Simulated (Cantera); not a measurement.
A closed system holds: 1 mol Al2O3, 64 mol HCl, 27 mol N2, equilibrated at 1.50 mbar.

Equilibrium computed with Cantera from the NASA thermochemical tables; the gas is ideal and each condensed phase is pure. Candidate condensed phases: Al, AlCl3, AlN, Al2O3, H2O, NH4Cl; 45 gas species. The tables' values for AlCl2 are old estimates; treat these amounts as uncertain. Kinetics and transport are ignored.

x: gas mole fraction; n: condensed amount in mol.

```
T (K)  x HCl   x N2      x Cl      x H2     x H2O  n Al2O3(s)
-----  -----  -----  --------  --------  --------  ----------
1175   0.703  0.297  0.000193  0.000101  0.000291       0.991
1225   0.702  0.297  0.000358  0.000184  0.000379       0.989
1275   0.702  0.297  0.000632  0.000322  0.000481       0.985
1325   0.701  0.297   0.00107  0.000540  0.000600       0.982
1375   0.700  0.297       [?]       [?]       [?]       0.978
1425   0.698  0.296   0.00272   0.00137  0.000886       0.973
1475   0.696  0.296   0.00414   0.00207   0.00105       0.968
1525   0.693  0.296       [?]       [?]       [?]       0.962
1575   0.689  0.296   0.00885   0.00440   0.00143       0.956
1625   0.683  0.295    0.0125   0.00617   0.00164       0.950
```

**Question.** What belongs in the gaps?

**Answer.** 
- 1525, x Cl: 0.00614
- 1525, x H2: 0.00306
- 1525, x H2O: 0.00123
- 1375, x Cl: 0.00173
- 1375, x H2: 0.000874
- 1375, x H2O: 0.000735
